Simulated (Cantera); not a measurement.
# Premixed flame

A freely propagating, adiabatic, planar premixed flame of 20.5 % H2, 15.6 % O2, 63.9 % N2, equivalence ratio 0.66, unburnt at 673 K and 3000 Torr; mixture-averaged transport, grid criteria slope 0.08 and curve 0.16, no radiation.

Cantera simulation using the H2/O2 subset of GRI-Mech 3.0, which has no nitrogen chemistry; the numbers are that mechanism's predictions, not measurements. The hydrogen kinetics of GRI-Mech 3.0 are dated; newer H2 mechanisms differ, most at raised pressure. Burning velocities carry a grid error of a few per cent, more on coarse grids. Lean hydrogen flames are cellular in practice and burn faster than this planar one.

```
z (mm)   T (K)  u (m/s)     x H2    x O2    x H2O       x H       x O      x OH
-------  -----  -------  -------  ------  -------  --------  --------  --------
-0.244     673     4.53    0.205   0.156  1.64e-8     <1e-8     <1e-8     <1e-8
-0.162     673     4.53    0.205   0.156  4.13e-7     <1e-8     <1e-8     <1e-8
-0.122     673     4.53    0.204   0.156  4.62e-6     <1e-8     <1e-8     <1e-8
-0.0812    675     4.52    0.201   0.157  8.05e-5   4.51e-8   8.24e-8     <1e-8
-0.0406    747     4.87    0.174   0.159  0.00631  0.000126   2.42e-5   9.17e-5
-0.0203   1000     6.34    0.131   0.149   0.0386   0.00222  0.000500  0.000890
0         1359     8.45   0.0737   0.118    0.104   0.00873   0.00329   0.00339
0.0203    1623     10.0   0.0331  0.0847    0.160    0.0124   0.00677   0.00773
0.0406    1773     10.9   0.0174  0.0695    0.185    0.0108   0.00776    0.0106
0.0812    1922     11.8  0.00975  0.0622    0.201   0.00619   0.00616    0.0117
0.162     2036     12.4  0.00556  0.0602    0.211   0.00244   0.00345    0.0102
0.325     2105     12.8  0.00255  0.0598    0.218  0.000701   0.00153   0.00742
0.649     2139     12.9  0.00101  0.0600    0.222  0.000172  0.000613   0.00491
```
x: mole fraction of selected species; z is measured from the peak of heat release.

* **laminar burning velocity**: 453 cm/s
* **thermal thickness**: 0.0812 mm
* **peak x(H)**: 0.0124
* **peak x(O)**: 0.00776
* **peak x(OH)**: 0.0118
* **grid points**: 107
